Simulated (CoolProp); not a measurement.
Vapour-liquid equilibrium of propylene (1) + R22 (2) at 0.545 MPa; x and y are mole fractions of (1).

Computed with CoolProp (multi-fluid Helmholtz-energy mixture model, Lemmon 2013 and Kamei 1995; pair parameters Bell 2016).

```
x      bubble temperature (K)  y at the bubble point  dew temperature at overall composition x (K)  liquid density (mol/L)
-----  ----------------------  ---------------------  --------------------------------------------  ----------------------
0.05                    275.1             (withheld)                                         275.3              (withheld)
0.125                   273.9                  0.169                                         274.5                   14.49
0.2                     273.0                  0.255                                    (withheld)                   14.36
0.275                   272.2                  0.332                                         272.8                   14.22
0.35               (withheld)                  0.404                                         272.1                   14.09
0.425              (withheld)                  0.471                                         271.4                   13.96
0.5                     270.7                  0.536                                         270.9                   13.83
0.575                   270.4                  0.600                                         270.5                   13.71
0.65                    270.2                  0.663                                         270.3                   13.59
0.725                   270.2                  0.728                                         270.2              (withheld)
0.8                     270.2                  0.795                                         270.2                   13.36
0.875                   270.3             (withheld)                                         270.3                   13.24
0.95                    270.6                  0.944                                         270.6                   13.13
```

### Question
Complete the blanks.

### Answer

- 0.05, y at the bubble point: 0.072
- 0.05, liquid density (mol/L): 14.62
- 0.2, dew temperature at overall composition x (K): 273.6
- 0.35, bubble temperature (K): 271.6
- 0.425, bubble temperature (K): 271.1
- 0.725, liquid density (mol/L): 13.47
- 0.875, y at the bubble point: 0.867

y crosses x between x = 0.725 and 0.8: the model has an azeotrope there.

Pair parameters are fitted to limited data, so mixtures are less certain than the pure fluids.
